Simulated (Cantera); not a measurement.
Thermodynamics of silicon nitride deposition, feed Si2Cl6 + N2 + H2

Charge: 1 mol Si2Cl6, 8.2 mol N2, a varied amount of H2, held at 0.100 bar.

These are equilibrium values from Cantera (NASA tables, ideal gas, pure condensed phases), not measurements of a reactor. Candidate condensed phases: NH4Cl, Si, Si3N4; 28 gas species. The feed counts by its element totals alone. N2 is the only nitrogen source here; it is nearly inert below about 1500 K, so the nitride shown seldom forms there in practice. The tables' values for SiCl3 are old estimates. Equilibrium is a limit: real reactors are often held back by kinetics, nucleation or transport.

Stable condensed phases:

```
T in °C \ n(H2) in mol
         0.65 0.86  1.1  1.5    2  2.7  3.6  4.8  6.3
   1800     A    A    A    A    A    A    A    A    B
   1700     A    A    A    A    A    A    A    A    B
   1600     A    A    A    A    A    A    A    C    C
   1500     A    A    A    A    A    C    C    C    C
   1400     A    A    C    C    C    C    C    C    C
   1300     C    C    C    C    C    C    C    C    C
   1200     C    C    C    C    C    C    C    C    C
   1100     C    C    C    C    C    C    C    C    C
   1000     C    C    C    C    C    C    C    C    C
```

A: gas only; B: Si; C: Si3N4.
